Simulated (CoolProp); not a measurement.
R507A along the isobar 999 kPa: density (kg/m³) from the reference equation and from simpler models built on Tc = 343.8 K, pc = 3705 kPa, ω = 0.286; each cubic takes its own stable root.

Model: reference Helmholtz-energy equation of state, Lemmon 2003, in CoolProp. It is a pseudo-pure fit of the blend.

```
T (K)   phase  reference
-----  ------  ---------
230.2  liquid       1308
256.6  liquid       1220
309.3     gas      45.70
335.6     gas      39.98
361.9     gas      35.89
388.3     gas      32.73
414.6     gas      30.19
441       gas      28.06
467.3     gas      26.25
```

Question: How far does each simpler model (van der Waals, Redlich-Kwong, Soave-Redlich-Kwong, Peng-Robinson) lie from the reference over these 9 states: mean and median of the absolute difference, and the worst?

Answer: 
- van der Waals: mean 16.4 %, median 1.1 %, worst -95.3 % at 256.6 K and 999 kPa
- Redlich-Kwong: mean 4.3 %, median 0.5 %, worst -17.3 % at 256.6 K and 999 kPa
- Soave-Redlich-Kwong: mean 3.4 %, median 0.5 %, worst -13.0 % at 256.6 K and 999 kPa
- Peng-Robinson: mean 0.6 %, median 0.4 %, worst -1.5 % at 256.6 K and 999 kPa

At some of these states van der Waals gives the other phase, because its saturation line lies elsewhere.
